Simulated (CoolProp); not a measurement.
R245fa along the isobar 9710 kPa: density (kg/m³) from the reference equation and from simpler models built on Tc = 153.9 °C, pc = 3651 kPa, ω = 0.378; each cubic takes its own stable root.

The numbers come from the reference Helmholtz-energy equation of state, Akasaka 2015 in CoolProp.

```tsv
T (°C)	phase	reference	Redlich-Kwong	Soave-Redlich-Kwong
-75.35	liquid	(withheld)	1389	1424
-53.35	liquid	1546	1352	(withheld)
-31.35	liquid	(withheld)	1313	1359
-9.35	liquid	1447	1272	1320
12.75	liquid	1395	1227	1278
34.75	liquid	1342	(withheld)	1231
56.75	liquid	(withheld)	1128	1178
78.75	liquid	1226	1073	1119
100.75	liquid	1161	(withheld)	1052
122.85	liquid	1089	949.9	(withheld)
144.85	liquid	1008	881.0	889.9
166.85	supercritical	913.9	806.5	(withheld)
```

**Question.** Some entries are withheld; supply them.

**Answer.** 
- -75.35, reference: 1594
- -53.35, Soave-Redlich-Kwong: 1393
- -31.35, reference: 1497
- 34.75, Redlich-Kwong: 1179
- 56.75, reference: 1286
- 100.75, Redlich-Kwong: 1014
- 122.85, Soave-Redlich-Kwong: 976.3
- 166.85, Soave-Redlich-Kwong: 791.7
